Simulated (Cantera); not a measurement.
An adiabatic, constant-pressure homogeneous reactor starts with H2 : O2 : N2 = 1 : 0.98 : 3.69 (molar parts), equivalence ratio 0.51, at 1398 K and 2.30 bar.

Computed with Cantera and the H2/O2 subset of GRI-Mech 3.0, which has no nitrogen chemistry. The hydrogen kinetics of GRI-Mech 3.0 are dated; newer H2 mechanisms differ, most at raised pressure.

**Question.** Predict: time of steepest temperature rise; temperature at 0.100 s; equilibrium temperature; x(H2) at 0.100 s; x(O2) at 0.100 s; x(H2O) at 0.100 s; x(H2O2) at 0.100 s; x(H) at 0.100 s; x(O) at 0.100 s.

**Answer.** 
```
Property                                                             Value
---------------------------------  ---------------------------------------
time of steepest temperature rise                                  8.86 µs
temperature at 0.100 s                                              2530 K
equilibrium temperature                                             2530 K
x(H2) at 0.100 s                   0.00278 (gas-phase equilibrium 0.00278)
x(O2) at 0.100 s                     0.0886 (gas-phase equilibrium 0.0886)
x(H2O) at 0.100 s                      0.182 (gas-phase equilibrium 0.182)
x(H2O2) at 0.100 s                 6.17e-7 (gas-phase equilibrium 6.17e-7)
x(H) at 0.100 s                    0.00101 (gas-phase equilibrium 0.00101)
x(O) at 0.100 s                    0.00332 (gas-phase equilibrium 0.00332)
```
